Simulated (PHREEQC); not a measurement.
0.015 g of hydrous ferric oxide (600 m²/g; 0.2 weak and 0.005 strong sites per Fe, Dzombak-Morel constants, diffuse double layer) in 1 kg of water with 0.001 mol/kgw of an inert sodium salt and 3.9e-07 mol/kgw CaCl2, 1.2e-07 mol/kgw H3BO3 and 8.6e-08 mol/kgw PbCl2, at 25 °C; the pH is set by adding NaOH or the inert anion's acid. Oxygen is held at 0.21 atm. The system is closed to CO2. No solid was allowed to form.

Base run: PHREEQC, ion-association model, wateq4f.dat. Each further column changes one thing. The table gives Pb sorbed (%).

```
pH    base  no electrostatic term (-no_edl)  background salt from 0.001 to 0.0001 mol/kgw  oxide from 0.015 to 0.075 g/kgw  7.7e-05 mol/kgw NiCl2 added
---  -----  -------------------------------  --------------------------------------------  -------------------------------  ---------------------------
4      5.4                             14.1                                           ___                              ___                          5.5
4.5   29.2                              ___                                          23.4                             67.8                         29.7
5.5   96.1                             99.3                                          95.6                             99.3                         95.6
6     99.5                             99.9                                          99.5                             99.9                          ___
6.5   99.9                            100.0                                          99.9                            100.0                         99.4
7.5  100.0                            100.0                                         100.0                            100.0                         99.5
8    100.0                            100.0                                         100.0                            100.0                          ___
8.5  100.0                            100.0                                         100.0                            100.0                          ___
9.5  100.0                            100.0                                         100.0                            100.0                          ___
10   100.0                            100.0                                         100.0                            100.0                         84.6
```

Q: What belongs in the gaps?

A: 
- 4, background salt from 0.001 to 0.0001 mol/kgw: 4.0
- 4, oxide from 0.015 to 0.075 g/kgw: 22.2
- 4.5, no electrostatic term (-no_edl): 61.0
- 6, 7.7e-05 mol/kgw NiCl2 added: 99.0
- 8, 7.7e-05 mol/kgw NiCl2 added: 99.2
- 8.5, 7.7e-05 mol/kgw NiCl2 added: 98.3
- 9.5, 7.7e-05 mol/kgw NiCl2 added: 88.7

 In at least one series the solution becomes supersaturated in solids that the run did not let form, among them Pb(OH)2, Ni(OH)2.
